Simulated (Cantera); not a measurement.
An adiabatic, constant-volume homogeneous reactor starts with CH₃OH : O₂ : N₂ = 1 : 0.938 : 3.52 (molar parts), equivalence ratio 1.6, at 1598 K and 0.680 bar.

Computed with Cantera and GRI-Mech 3.0 (53 species, 325 reactions). GRI-Mech 3.0 was tuned for natural gas; its chemistry of methanol as a main component is partial and can be far from experiment.

x: mole fraction; the columns are a selection and need not sum to one.

```json
[
 {"t (s)": "5.00e-6", "T (K)": "1598", "P (bar)": "0.680", "x CH₃OH": "0.183", "x O₂": "0.172", "x O": "[?]", "x H₂O₂": "7.82e-7", "x CH₄": "9.74e-6"},
 {"t (s)": "1.83e-5", "T (K)": "1598", "P (bar)": "0.681", "x CH₃OH": "0.182", "x O₂": "0.171", "x O": "[?]", "x H₂O₂": "2.94e-5", "x CH₄": "7.58e-5"},
 {"t (s)": "6.72e-5", "T (K)": "1624", "P (bar)": "0.699", "x CH₃OH": "0.166", "x O₂": "0.163", "x O": "[?]", "x H₂O₂": "0.000590", "x CH₄": "0.000266"},
 {"t (s)": "0.000247", "T (K)": "2885", "P (bar)": "1.52", "x CH₃OH": "<1e-12", "x O₂": "0.00511", "x O": "[?]", "x H₂O₂": "2.52e-7", "x CH₄": "<1e-12"},
 {"t (s)": "0.000904", "T (K)": "2888", "P (bar)": "1.52", "x CH₃OH": "<1e-12", "x O₂": "0.00450", "x O": "0.00416", "x H₂O₂": "2.41e-7", "x CH₄": "<1e-12"},
 {"t (s)": "0.00332", "T (K)": "2886", "P (bar)": "1.52", "x CH₃OH": "<1e-12", "x O₂": "0.00437", "x O": "0.00407", "x H₂O₂": "2.36e-7", "x CH₄": "<1e-12"},
 {"t (s)": "0.0122", "T (K)": "2886", "P (bar)": "1.52", "x CH₃OH": "<1e-12", "x O₂": "0.00437", "x O": "0.00407", "x H₂O₂": "2.36e-7", "x CH₄": "<1e-12"},
 {"t (s)": "0.0446", "T (K)": "2886", "P (bar)": "1.52", "x CH₃OH": "<1e-12", "x O₂": "0.00437", "x O": "0.00407", "x H₂O₂": "2.36e-7", "x CH₄": "<1e-12"},
 {"t (s)": "0.164", "T (K)": "2886", "P (bar)": "1.52", "x CH₃OH": "<1e-12", "x O₂": "0.00437", "x O": "0.00407", "x H₂O₂": "2.36e-7", "x CH₄": "<1e-12"},
 {"t (s)": "0.600", "T (K)": "2886", "P (bar)": "1.52", "x CH₃OH": "<1e-12", "x O₂": "0.00437", "x O": "0.00407", "x H₂O₂": "2.36e-7", "x CH₄": "<1e-12"}
]
```

Task: Complete the blanks.

Result: 
- 5.00e-6, x O: 8.14e-8
- 1.83e-5, x O: 1.15e-7
- 6.72e-5, x O: 6.08e-7
- 0.000247, x O: 0.00467
